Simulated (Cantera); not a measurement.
Feed: 1 mol SiCl4, 0.42 mol H2, 1.6 mol Cl2, at 500 K and 750 Torr.

Method: chemical equilibrium by Gibbs-energy minimisation in Cantera with the NASA 1993 tables (ideal gas, pure condensed phases). Candidate condensed phases: Si; 19 gas species. Equilibrium is a limit: real reactors are often held back by kinetics, nucleation or transport.

Base state: Cl2 0.391, SiCl4 0.331, HCl 0.278 (mole fractions); condensed: gas only.

Question: What changes in the equilibrium state with this change: temperature from 500 K to 1150 K?

Answer: 
```tsv
species	before	after
Cl2	0.391	0.390
SiCl4	0.331	0.331
HCl	0.278	0.278
Cl	<1e-9	0.00171
```
